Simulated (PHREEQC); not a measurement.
Model water analysis in mg/L, 35 °C, pH 6.07, pe 2.6:

```json
[
 {"constituent": "Na", "mg/L": "0.0123"},
 {"constituent": "K", "mg/L": "0.00791"},
 {"constituent": "Ca", "mg/L": "0.0182"},
 {"constituent": "Mg", "mg/L": "0.00674"},
 {"constituent": "Cl", "mg/L": "0.00869"},
 {"constituent": "S(6) as SO4", "mg/L": "0.0454"},
 {"constituent": "Alkalinity as HCO3", "mg/L": "0.0576"},
 {"constituent": "Zn", "mg/L": "0.00413"},
 {"constituent": "Mn(2)", "mg/L": "9.5e-05"}
]
```

Cl is adjusted to close the charge balance.
Valence states are taken as typed.

Model: ion-association model, phreeqc.dat, run in PHREEQC.

No solid was allowed to form.

Problem. Predict the ionic strength.

Solution. ionic strength 4.45e-6 mol/kgw.

Problem. In which forms is C present?

Solution. CO2 63 %, HCO3- 37 % of the C.

Species that the database lacks are ignored.
